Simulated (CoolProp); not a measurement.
A simple Rankine cycle with n-perfluorobutane: condensing at 293.15 K, boiler at 1.49 MPa, turbine inlet 449 K, turbine efficiency 0.85, pump efficiency 0.7, no recuperator. Each further row changes one setting.

Values from CoolProp's reference Helmholtz-energy equation of state, Gao 2022.

```tsv
case	thermal efficiency (%)	net work (kJ/kg)	heat in (kJ/kg)	turbine exit temperature (K)	volume ratio over the turbine
as stated	9.4	?	228	418.8	6.86
condensing temperature 285.15 K	10.4	24.6	237	415.0	9.01
boiler pressure 1.04 MPa	7.8	17.9	?	?	4.65
turbine efficiency 0.75	8.2	18.7	228	?	6.91
```

**Question.** Complete the blanks.

**Answer.** 
- as stated, net work (kJ/kg): 21.3
- boiler pressure 1.04 MPa, heat in (kJ/kg): 231
- boiler pressure 1.04 MPa, turbine exit temperature (K): 425.5
- turbine efficiency 0.75, turbine exit temperature (K): 421.5
